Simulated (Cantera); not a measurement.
What does this Cantera script print?

```python
import numpy as np
import cantera as ct

gas_names = [...]  # 95 gases of nasa_gas.yaml made of C, F, H
cond_names = """
    C(gr) C6H6(L) C7H8(L) C8H18(L),n-octa
""".split()


# ... load() reads the species with a 1 bar reference pressure and builds the phases ...
atoms = {
    'CF4': {'C': 1, 'F': 4},
    'H2': {'H': 2},
}
top_T = {'C(gr)': 4500}  # K; cautious upper limits of use, not melting points


# ... equilibrate(T, P, feed) seeds the gas with the atoms and calls Mixture.equilibrate('TP', solver="vcs", rtol=1e-11, max_steps=5000) ...
results = []
T = 2725  # K
P = 1.1  # Pa
for m in [1, 1.2, 1.5, 1.7, 2.1, 2.4, 2.9, 3.4, 4.1, 4.8, 5.7, 6.7]:
    feed = {'CF4': 1, 'H2': m}  # mol
    mix = equilibrate(T, P, feed)
    results.append((T, P, feed, dict(zip(mix.species_names, mix.species_moles))))

top = {s: max(r[3][s] / sum(r[3][g] for g in gas_names) for r in results) for s in gas_names}
cols = sorted((s for s in top if top[s] > 0.001), key=lambda s: -top[s])[:7]
seen = [c for c in cond_names if any(r[3].get(c, 0) > 1e-12 for r in results)]
print("log10 of partial pressures in bar; condensed amounts in mol")
print(f"{'n(H2)':>10s}" + "".join(f"{s[:9]:>10s}" for s in cols + seen))
for T, P, feed, n in results:
    ng = sum(n[g] for g in gas_names)
    print(f"{feed['H2']:10.4g}" + "".join(f"{np.log10(max(n[s] / ng * P / 1e5, 1e-99)):10.3f}" for s in cols)
          + "".join(f"{n.get(c, 0):10.4g}" for c in seen))
```

Output:

```
log10 of partial pressures in bar; condensed amounts in mol
     n(H2)         H         F        HF         C        C3        CF        C2
         1    -5.594    -5.214    -5.952    -6.107    -6.593    -6.986    -7.049
       1.2    -5.528    -5.248    -5.920    -6.118    -6.625    -7.030    -7.071
       1.5    -5.452    -5.295    -5.891    -6.134    -6.674    -7.094    -7.104
       1.7    -5.411    -5.325    -5.880    -6.145    -6.706    -7.134    -7.125
       2.1    -5.347    -5.380    -5.871    -6.166    -6.768    -7.211    -7.167
       2.4    -5.310    -5.418    -5.872    -6.181    -6.814    -7.264    -7.197
       2.9    -5.261    -5.476    -5.881    -6.205    -6.886    -7.346    -7.245
       3.4    -5.224    -5.529    -5.897    -6.228    -6.955    -7.421    -7.291
       4.1    -5.185    -5.593    -5.923    -6.258    -7.045    -7.516    -7.351
       4.8    -5.157    -5.650    -5.951    -6.286    -7.129    -7.601    -7.407
       5.7    -5.129    -5.714    -5.987    -6.319    -7.229    -7.699    -7.474
       6.7    -5.106    -5.777    -6.026    -6.354    -7.332    -7.795    -7.542
```

Cantera equilibrium calculation (NASA polynomials, part measured and part estimated; ideal gas, pure solids and liquids).
